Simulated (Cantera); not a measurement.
Feed: 1 mol SiCl4, 0.17 mol NO, 3.1 mol N2, at 1273.15 K and 0.130 bar.

These are equilibrium values from Cantera (NASA tables, ideal gas, pure condensed phases), not measurements of a reactor. Candidate condensed phases: Si, SiO2, Si2N2O, Si3N4; 23 gas species. The tables hold silica as quartz up to 1696 K and as liquid above; real silica turns to tridymite and cristobalite and melts near 1996 K. The numbers say what is thermodynamically allowed, not how fast it happens.

Base state: N2 0.744, SiCl4 0.214, Cl2 0.0371, Cl 0.00519 (mole fractions); condensed: SiO2(β-quartz).

Task: What changes in the equilibrium state with this change: pressure from 0.130 bar to 1.33 mbar?

Result: 
| species | before | after |
|---|---|---|
| N2 | 0.744 | 0.732 |
| SiCl4 | 0.214 | 0.210 |
| Cl | 0.00519 | 0.0378 |
| Cl2 | 0.0371 | 0.0202 |
| SiCl3 | 2.09e-6 | 2.75e-5 |
| SiO2(β-quartz), mol | 0.0850 | 0.0850 |
The tables' values for SiCl3 are old estimates; treat these amounts as uncertain.

Task: What changes in the equilibrium state with this change: SiCl4 replaced by TEOS?

Result: 
```
species               before     after
-------------------  -------  --------
H2                         0     0.650
N2                     0.744     0.208
CO                         0     0.141
SiCl4                  0.214         0
Cl2                   0.0371         0
Cl                   0.00519         0
CH4                        0  0.000516
H2O                        0  0.000142
SiO2(β-quartz), mol   0.0850      1.00
C(graphite), mol           0      5.82
```
The feed counts by its element totals alone. Further candidate phases: C, C6H6, C7H8, C8H18, H2O, SiC.
